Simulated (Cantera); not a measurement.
An isothermal plug-flow reactor at 1300 K and 0.420 bar (inlet), inlet velocity 2.5 m/s, active area per volume 2800 1/m; feed CH4 : O2 : N2 = 0.0094 : 0.049 : 1.2 (molar parts), equivalence ratio 0.38.

Model: Deutschmann's 1995 Pt surface mechanism with GRI-Mech 3.0 gas chemistry, integrated in Cantera. Catalytic surfaces can have several steady states; this one follows from the mechanism file's or the stated starting coverage. Mass transfer to the wall is taken as infinitely fast.

x: gas mole fraction; θ: surface coverage.

```tsv
z (m)	x CH4	x O2	x H2O	x CO2	x CO	θ free Pt	θ O*
0.00076	…	0.0288	0.0101	0.00504	7.80e-6	0.680	0.319
0.0016	…	0.0254	0.0136	0.00677	2.18e-6	0.686	0.313
0.0035	…	0.0241	0.0148	0.00739	1.24e-7	0.688	0.311
0.0076	…	0.0241	0.0149	0.00743	8.29e-9	0.689	0.311
0.016	…	0.0240	0.0149	0.00744	3.54e-9	0.689	0.311
0.035	…	0.0240	0.0149	0.00745	1.26e-9	0.689	0.311
0.076	8.52e-11	0.0240	0.0149	0.00745	6.36e-10	0.689	0.311
```

Task: Some entries are withheld; supply them.

Result: 
- 0.00076, x CH4: 0.00239
- 0.0016, x CH4: 0.000649
- 0.0035, x CH4: 3.31e-5
- 0.0076, x CH4: 1.95e-7
- 0.016, x CH4: 1.06e-8
- 0.035, x CH4: 1.16e-9
